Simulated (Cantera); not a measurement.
An adiabatic, constant-pressure homogeneous reactor starts with CH3OH : O2 : N2 : H2O = 1 : 3.06 : 11.5 : 0.95 (molar parts), at 1700 K and 0.300 bar. Integrator tolerance rtol = 1e-08.

Cantera simulation using GRI-Mech 3.0 (53 species, 325 reactions); the numbers are that mechanism's predictions, not measurements. GRI-Mech 3.0 was tuned for natural gas; its chemistry of methanol as a main component is partial and can be far from experiment.

Question: What does this change do: pressure from 0.300 bar to 1.01 bar?

Answer: 
```tsv
quantity	before	after
time of steepest temperature rise	0.159 ms	50.2 µs
temperature at 0.200 s	2445 K	2494 K
equilibrium temperature	2445 K	2494 K
x(CH3OH) at 0.200 s	<1e-12 (gas-phase equilibrium <1e-12)	<1e-12 (gas-phase equilibrium <1e-12)
x(O2) at 0.200 s	0.0843 (gas-phase equilibrium 0.0843)	0.0836 (gas-phase equilibrium 0.0836)
x(H2O) at 0.200 s	0.157 (gas-phase equilibrium 0.157)	0.160 (gas-phase equilibrium 0.160)
x(NO2) at 0.200 s	3.95e-6 (gas-phase equilibrium 3.96e-6)	7.48e-6 (gas-phase equilibrium 7.48e-6)
x(HCO) at 0.200 s	9.52e-10 (gas-phase equilibrium 9.52e-10)	1.28e-9 (gas-phase equilibrium 1.28e-9)
```
